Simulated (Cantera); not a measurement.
What does this Cantera script print?

```python
import numpy as np
import cantera as ct

gas_names = """
    CL CL2 H HCL H2 Si SiCL SiCL2 SiCL3 SiCL4 SiH SiHCL3 SiH2 SiH2CL2 SiH3 SiH3CL SiH4 Si2 Si3
""".split()
cond_names = """
    Si(cr) Si(L)
""".split()


# ... load() reads the species with a 1 bar reference pressure and builds the phases ...
atoms = {
    'SiCl4': {'Si': 1, 'CL': 4},
    'HCl': {'H': 1, 'CL': 1},
    'H2': {'H': 2},
}
top_T = {}  # K; cautious upper limits of use, not melting points


# ... equilibrate(T, P, feed) seeds the gas with the atoms and calls Mixture.equilibrate('TP', solver="vcs", rtol=1e-11, max_steps=5000) ...
results = []
feed = {'SiCl4': 1, 'HCl': 1.6, 'H2': 6.1}  # mol
P = 100000  # Pa
for T in [550, 650, 750, 850, 950, 1050, 1150, 1250, 1350, 1450]:
    mix = equilibrate(T, P, feed)
    results.append((T, P, feed, dict(zip(mix.species_names, mix.species_moles))))

top = {s: max(r[3][s] / sum(r[3][g] for g in gas_names) for r in results) for s in gas_names}
cols = sorted((s for s in top if top[s] > 0.0001), key=lambda s: -top[s])[:7]
seen = [c for c in cond_names if any(r[3].get(c, 0) > 1e-12 for r in results)]
print("log10 of partial pressures in bar; condensed amounts in mol")
print(f"{'T/K':>10s}" + "".join(f"{s[:9]:>10s}" for s in cols + seen))
for T, P, feed, n in results:
    ng = sum(n[g] for g in gas_names)
    print(f"{T:10.4g}" + "".join(f"{np.log10(max(n[s] / ng * P / 1e5, 1e-99)):10.3f}" for s in cols)
          + "".join(f"{n.get(c, 0):10.4g}" for c in seen))
```

Result:

```
log10 of partial pressures in bar; condensed amounts in mol
       T/K        H2       HCL     SiCL4     SiCL3     SiCL2    SiHCL3   SiH2CL2
       550    -0.154    -0.735    -0.940   -11.750   -19.012    -5.479   -11.394
       650    -0.154    -0.735    -0.940    -9.150   -14.553    -4.449    -9.194
       750    -0.154    -0.735    -0.940    -7.254   -11.302    -3.704    -7.602
       850    -0.155    -0.734    -0.942    -5.813    -8.833    -3.143    -6.400
       950    -0.155    -0.731    -0.947    -4.686    -6.902    -2.710    -5.467
      1050    -0.157    -0.725    -0.957    -3.788    -5.360    -2.372    -4.731
      1150    -0.160    -0.715    -0.974    -3.064    -4.115    -2.111    -4.149
      1250    -0.164    -0.698    -1.007    -2.487    -3.113    -1.922    -3.704
      1350    -0.174    -0.665    -1.070    -2.054    -2.340    -1.821    -3.408
      1450    -0.191    -0.613    -1.191    -1.777    -1.800    -1.833    -3.285
```

These are equilibrium values from Cantera (NASA tables, ideal gas, pure condensed phases), not measurements of a reactor. The tables' values for SiCl3 are old estimates; treat these amounts as uncertain.
